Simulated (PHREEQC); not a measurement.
Make-up at 50 °C: 0.12 mol/kgw HCl, 0.00041 mol/kgw LiCl and 0.0025 mol/kgw NiSO4. It is in equilibrium with CO2 at log p = -3.5 (atm). Otherwise closed; pH follows from the charge balance.

All values are PHREEQC results (ion-association model, wateq4f.dat), not measurements.

This is a speciation only: nothing precipitates in the calculation.

**Question.** What pH does the model give?

**Answer.** pH 1.02.

**Question.** In which forms is Ni present?

**Answer.** Ni+2 89 %, NiCl+ 8.6 %, NiCl2 2.0 %, NiSO4 0.7 % of the Ni.

Away from 25 °C the constants follow the database's enthalpies or fits; those with neither stay at their 25 °C values.
